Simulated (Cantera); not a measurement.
Input (Python, Cantera):

```python
import numpy as np
import cantera as ct

gas = ct.Solution("h2o2.yaml")
gas.TPX = 348, 101325, {'H2': 1, 'O2': 0.185, 'N2': 0.667, 'H2O': 0.064}
flame = ct.FreeFlame(gas, width=0.04)
flame.set_refine_criteria(ratio=3, slope=0.08, curve=0.16)
flame.transport_model = "mixture-averaged"
flame.solve(loglevel=0, auto=True)
z, T = flame.grid, flame.T
thick = (T[-1] - T[0]) / np.gradient(T, z).max()
show = ['H2', 'O2', 'H2O', 'HO2', 'H2O2', 'OH']
print(f"laminar burning velocity  {flame.velocity[0] * 100:.3f} cm/s")
print(f"burnt temperature         {T[-1]:.1f} K")
print(f"thermal thickness         {thick * 1e3:.4f} mm")
print(f"grid points               {len(z)}")
z0 = z[flame.heat_release_rate.argmax()]
print(f"{'z/mm':>9s}{'T/K':>9s}{'u/(m/s)':>9s}" + "".join(f"{s:>11s}" for s in show))
rows = []
for k in (-3, -2, -1.5, -1, -0.5, -0.25, 0, 0.25, 0.5, 1, 2, 4, 8):
    zz = z0 + k * thick
    rows.append([k * thick, np.interp(zz, z, T), np.interp(zz, z, flame.velocity),
                 *(np.interp(zz, z, flame.X[gas.species_index(s)]) for s in show)])
    print(f"{rows[-1][0] * 1e3:9.3f}{rows[-1][1]:9.1f}{rows[-1][2]:9.3f}" + "".join(f"{x:11.3e}" for x in rows[-1][3:]))
```

Output:

```
laminar burning velocity  301.853 cm/s
burnt temperature         1838.0 K
thermal thickness         0.3566 mm
grid points               121
     z/mm      T/K  u/(m/s)         H2         O2        H2O        HO2       H2O2         OH
   -1.070    348.0    3.019  5.219e-01  9.656e-02  3.340e-02  3.725e-12  3.423e-13  2.157e-15
   -0.713    348.0    3.019  5.219e-01  9.656e-02  3.340e-02  4.113e-10  3.935e-11  1.343e-13
   -0.535    348.1    3.019  5.219e-01  9.656e-02  3.341e-02  1.469e-08  1.433e-09  3.974e-12
   -0.357    348.9    3.024  5.216e-01  9.663e-02  3.343e-02  4.721e-07  4.667e-08  6.683e-10
   -0.178    389.2    3.335  5.147e-01  9.749e-02  3.491e-02  1.684e-04  1.701e-05  1.429e-05
   -0.089    644.2    5.360  4.863e-01  9.168e-02  5.569e-02  3.073e-04  6.353e-05  5.241e-04
    0.000   1000.1    8.118  4.344e-01  7.075e-02  1.062e-01  1.112e-04  1.156e-05  5.754e-04
    0.089   1258.1   10.135  3.774e-01  3.728e-02  1.722e-01  4.621e-05  8.663e-07  1.029e-03
    0.178   1397.6   11.250  3.435e-01  1.324e-02  2.177e-01  1.537e-05  3.506e-07  1.156e-03
    0.357   1508.4   12.103  3.311e-01  1.254e-03  2.415e-01  1.348e-06  1.640e-07  1.098e-03
    0.713   1595.7   12.731  3.367e-01  6.290e-05  2.452e-01  7.110e-08  1.111e-07  1.077e-03
    1.426   1675.4   13.290  3.443e-01  1.960e-05  2.469e-01  2.641e-08  6.554e-08  9.404e-04
    2.852   1739.3   13.728  3.506e-01  9.212e-06  2.484e-01  1.370e-08  3.214e-08  7.148e-04
```

Detailed kinetics in Cantera: the H2/O2 subset of GRI-Mech 3.0, which has no nitrogen chemistry. Burning velocities carry a grid error of a few per cent, more on coarse grids.
